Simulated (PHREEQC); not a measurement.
**Alkaline etch or developer**

A solution holds 0.61 mol KOH, 0.0006 mol Na2SiO3 and 0.00035 mol K2CO3 per kg of water, at 25 °C. Closed to the air; pH follows from the charge balance.

Computed with PHREEQC (ion-association model, wateq4f.dat).

Each row changes one thing in this solution. Precipitation was switched off in this run.

```
case                                       pH  H2SiO4-2 (mol/kgw)  H3SiO4- (mol/kgw)  H4SiO4 (mol/kgw)  SI of Quartz (SiO2)
--------------------------------------  -----  ------------------  -----------------  ----------------  -------------------
as made                                 13.58            0.000531            6.87e-5           6.70e-9                -4.11
diluted 2-fold with water               13.32            0.000235            6.54e-5           1.37e-8           (withheld)
temperature from 25 to 70 °C            12.38            0.000500           0.000100           4.59e-8           (withheld)
Na2SiO3 from 0.0006 to 0.00066 mol/kgw  13.58            0.000584            7.56e-5           7.37e-9                -4.07
diluted 5-fold with water               12.96             6.77e-5            5.23e-5           2.85e-8                -3.55
K2CO3 left out                          13.58            0.000531            6.87e-5           6.71e-9                -4.11
0.034 mol/kgw CsBr added                13.58            0.000532            6.84e-5           6.62e-9           (withheld)
diluted 10-fold with water              12.69             2.24e-5            3.75e-5           4.14e-8                -3.39
```

Problem. What belongs in the gaps?

Solution. 
- diluted 2-fold with water, SI of Quartz (SiO2): -3.84
- temperature from 25 to 70 °C, SI of Quartz (SiO2): -3.85
- 0.034 mol/kgw CsBr added, SI of Quartz (SiO2): -4.12

Species that the database lacks are ignored. Away from 25 °C the constants follow the database's enthalpies or fits; those with neither stay at their 25 °C values.
